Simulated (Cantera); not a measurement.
A perfectly stirred reactor is fed with 90.9 % NO, 9.09 % N₂, at 1.00 bar; it is held at 1550 K, and followed from long to short residence time.

Cantera simulation using GRI-Mech 3.0 (53 species, 325 reactions); the numbers are that mechanism's predictions, not measurements.

x: mole fraction; the columns are a selection and need not sum to one.

```tsv
τ (s)	x NO	x N₂O	x NO₂	x O₂	x N₂	x O
3.0	0.836	0.000242	0.00166	0.0352	0.127	1.62e-6
0.81	0.887	0.000268	(withheld)	(withheld)	(withheld)	(withheld)
0.22	0.903	0.000262	0.000743	0.00258	0.0938	7.26e-7
0.060	0.907	0.000216	0.000517	0.000482	0.0916	5.37e-7
0.016	0.909	(withheld)	(withheld)	(withheld)	0.0910	(withheld)
0.0045	0.909	5.23e-5	7.19e-5	1.65e-6	0.0909	1.51e-7
0.0012	0.909	1.61e-5	1.77e-5	7.66e-8	0.0909	9.58e-8
0.00033	0.909	4.61e-6	4.66e-6	6.34e-9	0.0909	8.08e-8
```

Some entries are withheld; supply them.


- 0.81, x NO₂: 0.00108
- 0.81, x O₂: 0.0103
- 0.81, x N₂: 0.102
- 0.81, x O: 1.03e-6
- 0.016, x N₂O: 0.000127
- 0.016, x NO₂: 0.000247
- 0.016, x O₂: 3.94e-5
- 0.016, x O: 3.11e-7
